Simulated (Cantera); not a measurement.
**Boron, boron nitride and boron oxide: B2O3 + NH3 + H2**

A closed system holds: 1 mol B2O3, 0.11 mol NH3, a varied amount of H2, held at 1625 K and 0.000200 bar.

Method: chemical equilibrium by Gibbs-energy minimisation in Cantera with the NASA 1993 tables (ideal gas, pure condensed phases). Candidate condensed phases: B, BN, B2O3, B3O3H3, H2O; 39 gas species. Rates play no part.

From 1.3 mol H2 to 12 mol H2 nothing is condensed. The main B-bearing gas is B2O3 throughout.

```tsv
n(H2) (mol)	x H2	x B2O3	x HBO2	x HBO	x N2	x B2O2
1.3	0.513	0.310	0.0835	0.0419	0.0217	0.0187
2.5	0.654	0.196	0.0702	0.0403	0.0147	0.0135
3.8	0.734	0.137	0.0597	0.0371	0.0109	0.0103
5	0.780	0.106	0.0528	0.0345	0.00880	0.00833
6.2	0.811	0.0855	0.0474	0.0322	0.00738	0.00698
7.5	0.835	0.0700	0.0428	0.0301	0.00628	0.00591
8.7	0.853	0.0596	0.0394	0.0284	0.00552	0.00516
9.9	0.866	0.0517	0.0366	0.0269	0.00493	0.00457
11	0.876	0.0458	0.0344	0.0257	0.00448	0.00412
12	0.884	0.0414	0.0326	0.0248	0.00414	0.00378
```
x: gas mole fraction; nothing condenses.
